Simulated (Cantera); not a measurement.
Mixture: CH4 : H2 : O2 : N2 = 1 : 0.64 : 1.1 : 4.15 (molar parts), equivalence ratio 2.1, at 360 Torr, adiabatic and at constant volume. Ignition delay is the time to a rise of 400 K.

Model: GRI-Mech 3.0 (53 species, 325 reactions), integrated in Cantera.

### Question
Predict: delay at 1050 K; delay at 1200 K; delay at 1350 K; delay at 1500 K; delay at 1650 K; apparent activation energy between 1500 and 1650 K.

### Answer
* **delay at 1050 K**: 20.1 ms
* **delay at 1200 K**: 4.45 ms
* **delay at 1350 K**: 1.25 ms
* **delay at 1500 K**: 0.451 ms
* **delay at 1650 K**: 0.199 ms
* **apparent activation energy between 1500 and 1650 K**: 110 kJ/mol
